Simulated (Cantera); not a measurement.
Input (Python, Cantera) and output of one run.

```python
import numpy as np
import cantera as ct

gas_names = """
    CL CL2 H HCL H2 Si SiCL SiCL2 SiCL3 SiCL4 SiH SiHCL3 SiH2 SiH2CL2 SiH3 SiH3CL SiH4 Si2 Si3
""".split()
cond_names = """
    Si(cr) Si(L)
""".split()


# ... load() reads the species with a 1 bar reference pressure and builds the phases ...
atoms = {
    'SiHCl3': {'Si': 1, 'H': 1, 'CL': 3},
    'H2': {'H': 2},
}
top_T = {}  # K; cautious upper limits of use, not melting points


# ... equilibrate(T, P, feed) seeds the gas with the atoms and calls Mixture.equilibrate('TP', solver="vcs", rtol=1e-11, max_steps=5000) ...
results = []
feed = {'SiHCl3': 1, 'H2': 110}  # mol
P = 11000  # Pa
for T in [1125, 1200, 1275, 1350, 1425, 1500, 1575, 1650]:
    mix = equilibrate(T, P, feed)
    results.append((T, P, feed, dict(zip(mix.species_names, mix.species_moles))))

top = {s: max(r[3][s] / sum(r[3][g] for g in gas_names) for r in results) for s in gas_names}
cols = sorted((s for s in top if top[s] > 1e-05), key=lambda s: -top[s])[:5]
seen = [c for c in cond_names if any(r[3].get(c, 0) > 1e-12 for r in results)]
print("log10 of partial pressures in bar; condensed amounts in mol")
print(f"{'T/K':>10s}" + "".join(f"{s[:9]:>10s}" for s in cols + seen))
for T, P, feed, n in results:
    ng = sum(n[g] for g in gas_names)
    print(f"{T:10.4g}" + "".join(f"{np.log10(max(n[s] / ng * P / 1e5, 1e-99)):10.3f}" for s in cols)
          + "".join(f"{n.get(c, 0):10.4g}" for c in seen))
```

Result:

```
log10 of partial pressures in bar; condensed amounts in mol
       T/K        H2       HCL     SiCL2     SiCL4    SiHCL3    Si(cr)
      1125    -0.967    -2.725    -4.156    -3.928    -3.931    0.6489
      1200    -0.969    -2.637    -3.932    -4.386    -4.283    0.7532
      1275    -0.969    -2.604    -3.824    -4.966    -4.726    0.7963
      1350    -0.970    -2.595    -3.771    -5.564    -5.181    0.8055
      1425    -0.970    -2.593    -3.738    -6.125    -5.608    0.8029
      1500    -0.970    -2.595    -3.713    -6.639    -5.998    0.7967
      1575    -0.970    -2.597    -3.694    -7.105    -6.353    0.7895
      1650    -0.970    -2.599    -3.677    -7.530    -6.676    0.7817
```

Equilibrium computed with Cantera from the NASA thermochemical tables; the gas is ideal and each condensed phase is pure. The tables' values for SiCl3 are old estimates; treat these amounts as uncertain.
